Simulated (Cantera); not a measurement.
A closed system holds: 1 mol SiC, 2.6 mol N2, at 21000 Pa.

Cantera equilibrium calculation (NASA polynomials, part measured and part estimated; ideal gas, pure solids and liquids). Candidate condensed phases: C, Si, SiC, Si3N4; 20 gas species. The tables' values for SiN are old estimates; treat these amounts as uncertain. Kinetics and transport are ignored.

x: gas mole fraction; n: condensed amount in mol.

```csv
T (°C),x N2,x Si,x SiC2,x Si2C,x SiN,x CN,n SiC(s),n C(graphite)
1750,1.000,1.62e-5,7.44e-7,4.88e-7,1.83e-6,1.66e-6,1.000,0
1775,1.000,2.35e-5,1.21e-6,7.84e-7,2.50e-6,2.27e-6,1.000,0
1800,1.000,3.38e-5,1.94e-6,1.24e-6,3.41e-6,3.09e-6,1.000,0
1825,1.000,4.82e-5,3.08e-6,1.96e-6,4.60e-6,4.17e-6,1.000,0.000103
1850,1.000,6.81e-5,4.83e-6,3.04e-6,6.16e-6,5.58e-6,1.000,0.000149
1875,1.000,?,?,?,8.21e-6,?,1.000,?
1900,1.000,0.000133,1.15e-5,7.10e-6,1.09e-5,9.82e-6,1.000,0.000302
1925,1.000,?,?,?,1.43e-5,?,0.999,?
1950,1.000,0.000252,2.64e-5,1.60e-5,1.86e-5,1.68e-5,0.999,0.000585
1975,1.000,0.000343,3.94e-5,2.36e-5,2.42e-5,2.19e-5,0.999,0.000802
2000,0.999,0.000463,5.82e-5,3.46e-5,3.12e-5,2.82e-5,0.998,0.00109
```

**Question.** What belongs in the gaps?

**Answer.** 
- 1875, x Si: 9.55e-5
- 1875, x SiC2: 7.50e-6
- 1875, x Si2C: 4.67e-6
- 1875, x CN: 7.43e-6
- 1875, n C(graphite): 0.000214
- 1925, x Si: 0.000184
- 1925, x SiC2: 1.75e-5
- 1925, x Si2C: 1.07e-5
- 1925, x CN: 1.29e-5
- 1925, n C(graphite): 0.000422
